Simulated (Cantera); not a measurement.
A Cantera script and what it prints.

```python
import numpy as np
import cantera as ct

gas_names = """
    CL CL2 H HCL H2 Si SiCL SiCL2 SiCL3 SiCL4 SiH SiHCL3 SiH2 SiH2CL2 SiH3 SiH3CL SiH4 Si2 Si3
""".split()
cond_names = """
    Si(cr) Si(L)
""".split()


# ... load() reads the species with a 1 bar reference pressure and builds the phases ...
atoms = {
    'Si': {'Si': 1},
    'HCl': {'H': 1, 'CL': 1},
    'H2': {'H': 2},
}
top_T = {}  # K; cautious upper limits of use, not melting points


# ... equilibrate(T, P, feed) seeds the gas with the atoms and calls Mixture.equilibrate('TP', solver="vcs", rtol=1e-11, max_steps=5000) ...
results = []
feed = {'Si': 1, 'HCl': 1, 'H2': 0.62}  # mol
P = 820000  # Pa
for T in [698, 798, 898, 998, 1098, 1198, 1298]:
    mix = equilibrate(T, P, feed)
    results.append((T, P, feed, dict(zip(mix.species_names, mix.species_moles))))
    x = sorted(zip(gas.X, gas.species_names), reverse=True)
    print(f"T = {T:g} K  P = {P:g} Pa  gas = {mix.phase_moles(0):.4g} mol")
    print("   x: " + "  ".join(f"{s} {v:.3e}" for v, s in x if v > 0.001))
    print("   condensed (mol): " + ("  ".join(f"{mix.phase(i).name} {mix.phase_moles(i):.4g}"
          for i in range(1, mix.n_phases) if mix.phase_moles(i) > 1e-12) or "none"))
```

It prints:

```
T = 698 K  P = 820000 Pa  gas = 1.331 mol
   x: H2 7.827e-01  SiCL4 1.066e-01  SiHCL3 1.039e-01  SiH2CL2 6.629e-03
   condensed (mol): Si(cr) 0.711
T = 798 K  P = 820000 Pa  gas = 1.332 mol
   x: H2 7.828e-01  SiCL4 1.085e-01  SiHCL3 1.003e-01  SiH2CL2 7.467e-03
   condensed (mol): Si(cr) 0.7117
T = 898 K  P = 820000 Pa  gas = 1.333 mol
   x: H2 7.821e-01  SiCL4 1.099e-01  SiHCL3 9.707e-02  SiH2CL2 8.109e-03  HCL 2.465e-03
   condensed (mol): Si(cr) 0.7128
T = 998 K  P = 820000 Pa  gas = 1.335 mol
   x: H2 7.799e-01  SiCL4 1.104e-01  SiHCL3 9.383e-02  SiH2CL2 8.581e-03  HCL 6.363e-03
   condensed (mol): Si(cr) 0.7146
T = 1098 K  P = 820000 Pa  gas = 1.339 mol
   x: H2 7.752e-01  SiCL4 1.094e-01  SiHCL3 9.012e-02  HCL 1.370e-02  SiH2CL2 8.878e-03  SiCL3 1.956e-03
   condensed (mol): Si(cr) 0.7172
T = 1198 K  P = 820000 Pa  gas = 1.347 mol
   x: H2 7.669e-01  SiCL4 1.060e-01  SiHCL3 8.528e-02  HCL 2.565e-02  SiH2CL2 8.963e-03  SiCL3 4.921e-03  SiCL2 2.020e-03
   condensed (mol): Si(cr) 0.7206
T = 1298 K  P = 820000 Pa  gas = 1.36 mol
   x: H2 7.539e-01  SiCL4 9.885e-02  SiHCL3 7.845e-02  HCL 4.288e-02  SiCL3 1.036e-02  SiH2CL2 8.770e-03  SiCL2 6.489e-03
   condensed (mol): Si(cr) 0.7237
```

These are equilibrium values from Cantera (NASA tables, ideal gas, pure condensed phases), not measurements of a reactor. The tables' values for SiCl3 are old estimates; treat these amounts as uncertain.
